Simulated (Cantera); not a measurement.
Input: 1 mol NH3, 0.79 mol SO2, held at 2925 K and 16.0 mbar.

Equilibrium computed with Cantera from the NASA thermochemical tables; the gas is ideal and each condensed phase is pure. Candidate condensed phases: H2O, H2SO4, S; 35 gas species. Kinetics and transport are ignored.

Base state: H 0.344, N2 0.123, H2 0.122, SO 0.0978, O 0.0872, S 0.0597, H2O 0.0564, OH 0.0499 (mole fractions); condensed: gas only.

**Question.** What changes in the equilibrium state with this change: SO2 from 0.79 to 0.014 mol?

**Answer.** 
```
species   before     after
-------  -------  --------
H          0.344     0.522
H2         0.122     0.281
N2         0.123     0.182
SO        0.0978  0.000240
SO2       0.0343   2.80e-6
O2        0.0161   1.78e-5
O         0.0872   0.00290
OH        0.0499   0.00252
S         0.0597   0.00442
H2O       0.0564   0.00433
S2O      1.98e-5   3.59e-9
S2       0.00140   7.65e-6
NO       0.00476  0.000192
SN       1.77e-5   1.59e-6
SH       0.00376  0.000423
```

**Question.** What changes in the equilibrium state with this change: SO2 from 0.79 to 0.073 mol?

**Answer.** 
```json
[
 {"species": "H", "before": "0.344", "after": "0.498"},
 {"species": "H2", "before": "0.122", "after": "0.255"},
 {"species": "N2", "before": "0.123", "after": "0.176"},
 {"species": "SO", "before": "0.0978", "after": "0.00487"},
 {"species": "SO2", "before": "0.0343", "after": "0.000272"},
 {"species": "O2", "before": "0.0161", "after": "0.000411"},
 {"species": "O", "before": "0.0872", "after": "0.0139"},
 {"species": "OH", "before": "0.0499", "after": "0.0115"},
 {"species": "S", "before": "0.0597", "after": "0.0186"},
 {"species": "H2O", "before": "0.0564", "after": "0.0189"},
 {"species": "S2O", "before": "1.98e-5", "after": "3.07e-7"},
 {"species": "S2", "before": "0.00140", "after": "0.000136"},
 {"species": "NO", "before": "0.00476", "after": "0.000909"}
]
```

**Question.** What changes in the equilibrium state with this change: temperature from 2925 K to 3373.15 K?

**Answer.** 
| species | before | after |
|---|---|---|
| H | 0.344 | 0.491 |
| O | 0.0872 | 0.227 |
| S | 0.0597 | 0.115 |
| H2 | 0.122 | 0.0201 |
| H2O | 0.0564 | 0.00150 |
| SO2 | 0.0343 | 0.00113 |
| SO | 0.0978 | 0.0263 |
| OH | 0.0499 | 0.0157 |
| O2 | 0.0161 | 0.00658 |
| N2 | 0.123 | 0.0895 |
| H2S | 6.09e-5 | 3.58e-6 |
| S2O | 1.98e-5 | 1.54e-6 |
| N | 2.35e-5 | 0.000281 |
| S2 | 0.00140 | 0.000476 |
| SH | 0.00376 | 0.00132 |
